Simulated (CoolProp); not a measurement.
Values from CoolProp's reference Helmholtz-energy equation of state, Akasaka 2023.

**Question.** For R1336mzz(E), give the phase and the cp (kJ/(kg K)), speed of sound (m/s), expansivity (1/kK) at 242.9 K and 2440 kPa.

**Answer.** 
- 242.9 K and 2440 kPa: liquid; cp 1.19, speed of sound 841, expansivity 1.64
